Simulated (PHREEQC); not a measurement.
Model water analysis in mg/L, 25 °C, pH 6.51, pe -1.1:

```tsv
constituent	mg/L
Na	0.00688
K	0.00466
Ca	0.0118
Mg	0.00152
Cl	0.0196
S(6) as SO4	0.00157
Alkalinity as HCO3	0.0351
F	3.18e-06
Fe(2)	0.000192
Si as SiO2	0.000326
```

Valence states are taken as typed.

The numbers come from PHREEQC with the ion-association model, phreeqc.dat.

Each row changes one thing in this solution. Precipitation was switched off in this run.

```csv
case,ionic strength (mol/kgw),HCO3- (mol/kgw),CO2 (mol/kgw),CO3-2 (mol/kgw),SI of Quartz (SiO2)
as made,1.84e-6,8.52e-7,5.91e-7,1.30e-10,-4.29
S(6) from 0.00157 to 0.00314 mg/L,[?],8.52e-7,5.91e-7,1.30e-10,-4.29
Fe(2) from 0.000192 to 9.6e-05 mg/L,1.83e-6,8.52e-7,5.91e-7,1.30e-10,-4.29
pH from 6.51 to 6.21 at the same alkalinity,[?],[?],1.63e-6,[?],-4.29
```

Q: Some entries are withheld; supply them.

A: 
- S(6) from 0.00157 to 0.00314 mg/L, ionic strength (mol/kgw): 1.87e-6
- pH from 6.51 to 6.21 at the same alkalinity, ionic strength (mol/kgw): 2.14e-6
- pH from 6.51 to 6.21 at the same alkalinity, HCO3- (mol/kgw): 1.18e-6
- pH from 6.51 to 6.21 at the same alkalinity, CO3-2 (mol/kgw): 8.99e-11

SiF6-2 is the database's only silicon fluoride. Fluoro complexes past AlF4- and FeF3 are missing from the database.
